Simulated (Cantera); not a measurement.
Input: 1 mol Si, 0.37 mol H2O, 1.2 mol H2, equilibrated at 30.0 Pa.

Equilibrium computed with Cantera from the NASA thermochemical tables; the gas is ideal and each condensed phase is pure. Candidate condensed phases: H2O, Si, SiO2; 18 gas species. Mutual solubility and eutectic melting of coexisting phases are not modelled. The tables hold silica as quartz up to 1696 K and as liquid above; real silica turns to tridymite and cristobalite and melts near 1996 K. Kinetics and transport are ignored.

Q: What share of the Si ends up in condensed phases as a function of T (°C), at 700, 775, 850, 925, 1000, 1075, 1150?

A: 
```json
[
 {"T (°C)": "700", "Si condensed (%)": "100.0", "as": "Si(s) + SiO2(β-quartz)"},
 {"T (°C)": "775", "Si condensed (%)": "100.0", "as": "Si(s) + SiO2(β-quartz)"},
 {"T (°C)": "850", "Si condensed (%)": "100.0", "as": "Si(s) + SiO2(β-quartz)"},
 {"T (°C)": "925", "Si condensed (%)": "99.7", "as": "Si(s) + SiO2(β-quartz)"},
 {"T (°C)": "1000", "Si condensed (%)": "97.9", "as": "Si(s) + SiO2(β-quartz)"},
 {"T (°C)": "1075", "Si condensed (%)": "86.6", "as": "Si(s) + SiO2(β-quartz)"},
 {"T (°C)": "1150", "Si condensed (%)": "63.0", "as": "Si(s)"}
]
```
